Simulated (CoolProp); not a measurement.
A simple Rankine cycle with n-pentane: condensing at 311.15 K, boiler at 1.11 MPa, turbine inlet 408.6 K, turbine efficiency 0.6, pump efficiency 0.6, no recuperator. Each further row changes one setting.

The numbers come from the reference Helmholtz-energy equation of state, Thol 2019 in CoolProp.

```csv
case,thermal efficiency (%),net work (kJ/kg),heat in (kJ/kg),turbine exit temperature (K),volume ratio over the turbine
as stated,10.1,51.9,511,366.2,11.5
turbine inlet 428.6 K,10.0,56.1,561,388.5,11.1
condensing temperature 303.15 K,11.0,58.3,530,362.5,15.1
boiler pressure 0.777 MPa,8.9,46.7,525,375.8,7.53
turbine efficiency 0.5,8.4,42.8,511,370.8,11.7
```
